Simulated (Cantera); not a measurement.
What does this Cantera script print?

```python
import numpy as np
import cantera as ct

gas = ct.Solution("gri30.yaml")
gas.TPX = 1250, 1333, {'N2O': 1}
inlet = ct.Reservoir(gas, clone=True)

reactor = ct.IdealGasConstPressureReactor(gas, energy="off", clone=False)
exhaust = ct.Reservoir(gas, clone=True)
tau = [7.6, 2.8, 1, 0.37, 0.14, 0.05, 0.018, 0.0067][0]
for a, b in ((inlet, reactor), (reactor, exhaust)):
    ct.MassFlowController(a, b, mdot=lambda t: reactor.mass / tau)
net = ct.ReactorNet([reactor])
show = ['N2O', 'O', 'NO', 'N2', 'NO2']

rows = []
print(f"{'tau/s':>10s}{'T/K':>9s}" + "".join(f"{s:>11s}" for s in show))
for tau in [7.6, 2.8, 1, 0.37, 0.14, 0.05, 0.018, 0.0067]:
    net.initial_time = 0.0
    net.advance(30 * tau)
    before = gas.X
    net.advance(40 * tau)
    drift = np.max(np.abs(gas.X - before) / (gas.X + 1e-9))
    rows.append([gas.T, *gas[show].X, drift])
    print(f"{tau:10.3e}{gas.T:9.1f}" + "".join(f"{x:11.3e}" for x in gas[show].X))
```

It prints:

```
     tau/s      T/K        N2O          O         NO         N2        NO2
 7.600e+00   1250.0  8.112e-01  3.854e-06  1.584e-02  1.179e-01  2.448e-06
 2.800e+00   1250.0  9.210e-01  3.857e-06  6.632e-03  4.934e-02  8.368e-07
 1.000e+00   1250.0  9.703e-01  3.857e-06  2.495e-03  1.857e-02  2.376e-07
 3.700e-01   1250.0  9.888e-01  3.854e-06  9.404e-04  6.999e-03  5.685e-08
 1.400e-01   1250.0  9.957e-01  3.848e-06  3.577e-04  2.665e-03  1.118e-08
 5.000e-02   1250.0  9.985e-01  3.830e-06  1.275e-04  9.521e-04  1.657e-09
 1.800e-02   1250.0  9.995e-01  3.779e-06  4.534e-05  3.410e-04  2.229e-10
 6.700e-03   1250.0  9.998e-01  3.653e-06  1.632e-05  1.250e-04  2.954e-11
```

Detailed kinetics in Cantera: GRI-Mech 3.0 (53 species, 325 reactions). GRI-Mech 3.0 was tuned for natural gas; its chemistry of N2O as a main component is partial and can be far from experiment. Radical loss at walls, strong at low pressure, is not modelled. The mechanism lacks the step 2 NO + O2 → 2 NO2, which can matter for NO2 below about 1400 K. The temperature is held fixed by assumption; the heat of reaction is taken as removed at once.
